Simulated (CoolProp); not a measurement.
Values from CoolProp's reference Helmholtz-energy equation of state, Lemmon 2006. It is a short technical equation, of lower accuracy than the large ones.

Question: For neopentane, give the phase and the density (kg/m³), cp (kJ/(kg K)), cv (kJ/(kg K)) at 119.85 °C and 2.02 MPa; 263.75 °C and 2.02 MPa.

Answer: 
- 119.85 °C and 2.02 MPa: liquid; density 451, cp 3.14, cv 2.14
- 263.75 °C and 2.02 MPa: gas; density 36.7, cp 2.84, cv 2.64
